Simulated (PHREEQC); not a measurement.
## Metal-bearing waste water: speciation

Consider water at 25 °C with 0.24 mol CdCl2, 0.00011 mol ZnCl2 and 0.0264 mol Na2SO4 per kg of water. Closed to the air; pH follows from the charge balance.

The numbers come from PHREEQC with the ion-association model, phreeqc.dat.

Precipitation was switched off in this run.

Q: What pH, activity of water does the model give?

A: pH 5.32; activity of water 0.991.

Q: In which forms is Na present?

A: Na+ 98 %, NaSO4- 1.9 % of the Na.
